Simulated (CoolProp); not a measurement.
A Linde-Hampson liquefier for CF4 (R14): isothermal reversible compression at 250 K from 1 atm to 40 MPa, throttling to 1 atm, return gas leaving the recuperator 0 K below the feed. Each further row changes one setting.

Values from CoolProp's reference Helmholtz-energy equation of state, Platzer 1990. This equation is an older, rougher fit; its heat capacities, sound speeds and derivatives of the liquid may be far off and weren't checked against measurements.

```csv
case,liquid yield per pass,compression work (kJ/kg of gas)
as stated,___,116
warm-end temperature 280 K,___,___
warm-end gap 5 K,___,116
```

Q: Complete the blanks.

A: 
- as stated, liquid yield per pass: 0.427
- warm-end temperature 280 K, liquid yield per pass: 0.342
- warm-end temperature 280 K, compression work (kJ/kg of gas): 140
- warm-end gap 5 K, liquid yield per pass: 0.418
